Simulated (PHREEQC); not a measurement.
Solution (20 °C): 0.014 mol/kgw ZnCl2, 0.00061 mol/kgw KCl and 0.053 mol/kgw FeSO4. Closed to the air; pH follows from the charge balance.

Computed with PHREEQC (ion-association model, phreeqc.dat).

This is a speciation only: nothing precipitates in the calculation.

Q: Estimate the pH.

A: pH 5.75.

Q: In which forms is Cl present?

A: Cl- 98 %, FeCl+ 1.6 %, ZnCl+ 0.5 % of the Cl.

Species that the database lacks are ignored.
